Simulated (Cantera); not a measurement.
Cantera run, input and output.

```python
import numpy as np
import cantera as ct

gas = ct.Solution("gri30.yaml")


def delay(T, t_max=10):
    gas.TPX = T, 500000, {'CH4': 1, 'CO': 0.26, 'O2': 1.77, 'N2': 6.67}
    reactor = ct.IdealGasConstPressureReactor(gas, clone=False)
    net = ct.ReactorNet([reactor])
    net.rtol, net.atol = 1e-8, 1e-16
    while net.time < t_max:
        t_old, T_old = net.time, reactor.T
        net.step()
        if reactor.T > T + 400:  # ignition: a rise of 400 K
            return t_old + (T + 400 - T_old) / (reactor.T - T_old) * (net.time - t_old)
    return np.nan


taus = []
for T in [1175, 1225, 1275, 1325, 1375, 1425]:
    taus.append(delay(T))
    print(f"T0 = {T:6g} K   tau = {taus[-1]:.4e} s")
```

Result:

```
T0 =   1175 K   tau = 2.0727e-02 s
T0 =   1225 K   tau = 1.0300e-02 s
T0 =   1275 K   tau = 5.3149e-03 s
T0 =   1325 K   tau = 2.8354e-03 s
T0 =   1375 K   tau = 1.5584e-03 s
T0 =   1425 K   tau = 8.8042e-04 s
```

Detailed kinetics in Cantera: GRI-Mech 3.0 (53 species, 325 reactions).
